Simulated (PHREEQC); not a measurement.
A solution holds 0.013 mol KHCO3 and 0.096 mol NaF per kg of water, at 20 °C. Closed to the air; pH follows from the charge balance.

Model: ion-association model, phreeqc.dat, run in PHREEQC.

| quantity | before | after |
|---|---|---|
| pH | 8.08 | 7.96 |
| ionic strength (mol/kgw) | 0.106 | 0.106 |

Problem. What was changed between the two runs?
A) temperature from 20 to 30 °C
B) KHCO3 replaced by KBr at the same molality
C) KHCO3 from 0.013 to 0.0195 mol/kgw
D) temperature from 20 to 10 °C
E) NaF left out

Solution. A, temperature from 20 to 30 °C

This is a speciation only: nothing precipitates in the calculation.
